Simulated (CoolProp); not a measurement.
Properties of R1234yf along the isotherm 388.5 K.

Computed with CoolProp (reference Helmholtz-energy equation of state, Lemmon 2022).

| p (bar) | phase | isothermal compressibility (1/MPa) | expansivity (1/kK) | fugacity coefficient |
|---|---|---|---|---|
| 1.07 | gas | 9.433 | 2.659 | 0.9908 |
| 2.2 | gas | 4.635 | 2.754 | 0.9812 |
| 4.51 | gas | 2.311 | 2.963 | 0.9615 |
| 9.27 | gas | 1.183 | 3.477 | ? |
| 19 | gas | ? | ? | ? |
| 39.1 | supercritical | 0.6054 | 19.79 | 0.6813 |
| 80.3 | supercritical | 0.04374 | 7.693 | 0.4320 |
| 165 | supercritical | 0.01164 | 3.396 | 0.2981 |
| 338 | supercritical | 0.004696 | 2.002 | 0.2702 |

Complete the blanks.


- 9.27, fugacity coefficient: 0.9216
- 19, isothermal compressibility (1/MPa): 0.6598
- 19, expansivity (1/kK): 5.080
- 19, fugacity coefficient: 0.8418
